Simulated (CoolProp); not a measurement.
n-dodecane along the isobar 1.96 MPa: density (kg/m³) from the reference equation and from simpler models built on Tc = 658.1 K, pc = 1.818 MPa, ω = 0.574; each cubic takes its own stable root.

Values from CoolProp's reference Helmholtz-energy equation of state, Lemmon 2004. It is a short technical equation, of lower accuracy than the large ones.

```
T (K)   phase  reference  van der Waals  Redlich-Kwong
-----  ------  ---------  -------------  -------------
354.3  liquid          …          369.1          541.9
374.7  liquid      691.0          363.0              …
395.2  liquid      675.6          356.6              …
415.6  liquid      660.0          350.0          507.6
436    liquid      644.0          343.0          495.0
456.5  liquid      627.3          335.7          481.5
476.9  liquid      610.1          328.0          467.3
497.4  liquid      592.0          319.8          452.1
517.8  liquid      572.9          311.1          435.9
538.2  liquid      552.5          301.6          418.5
558.7  liquid      530.2          291.3              …
579.1  liquid      505.7          279.8          378.1
599.6  liquid      477.7          266.6          353.9
620    liquid      444.5          250.9          325.5
```

**Question.** Complete the blanks.

**Answer.** 
- 354.3, reference: 706.1
- 374.7, Redlich-Kwong: 531.0
- 395.2, Redlich-Kwong: 519.6
- 558.7, Redlich-Kwong: 399.3
